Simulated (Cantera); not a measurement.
An isothermal, constant-pressure homogeneous reactor starts with CH₄ : N₂ = 1 : 7.4 (molar parts), at 1625 K and 20.0 Torr.

Model: GRI-Mech 3.0 (53 species, 325 reactions), integrated in Cantera. GRI-Mech 3.0 stops at C3 and has no aromatics, soot or wall deposition, so with more carbon than oxygen in the feed, carbon stays in small species such as C2H2 where larger ones or solid carbon would form. Radical loss at walls, strong at low pressure, is not modelled.

x: mole fraction; the columns are a selection and need not sum to one.

```tsv
t (s)	x CH₄	x H₂	x H	x CH₂	x C₂H₆	x HCN	x C₂H₄
1.00e-5	0.119	4.00e-8	8.16e-8	<1e-12	<1e-12	<1e-12	<1e-12
5.37e-5	0.119	(withheld)	1.40e-7	1.09e-12	<1e-12	<1e-12	<1e-12
0.000289	0.119	3.37e-6	1.42e-7	2.63e-11	1.48e-10	<1e-12	3.62e-10
0.00155	0.119	1.89e-5	1.45e-7	6.01e-10	2.09e-8	<1e-12	7.27e-8
0.00833	0.119	0.000124	2.49e-7	1.51e-8	1.74e-6	1.20e-12	1.14e-5
0.0447	0.115	0.00369	3.71e-6	2.74e-7	5.03e-5	3.83e-10	0.00124
0.240	0.0655	0.0692	4.47e-5	3.91e-7	3.77e-5	8.52e-8	0.00207
1.29	(withheld)	(withheld)	(withheld)	(withheld)	(withheld)	(withheld)	(withheld)
6.93	0.00199	0.157	0.000160	4.00e-8	7.26e-8	2.22e-6	2.15e-5
37.2	0.000282	0.159	0.000173	6.47e-9	1.71e-9	4.06e-6	2.00e-5
200	9.83e-5	0.159	0.000174	2.27e-9	3.17e-10	6.53e-6	2.01e-5
```

Q: Complete the blanks.

A: 
- 5.37e-5, x H₂: 5.13e-7
- 1.29, x CH₄: 0.0170
- 1.29, x H₂: 0.136
- 1.29, x H: 0.000102
- 1.29, x CH₂: 1.69e-7
- 1.29, x C₂H₆: 3.26e-6
- 1.29, x HCN: 6.74e-7
- 1.29, x C₂H₄: 0.000127
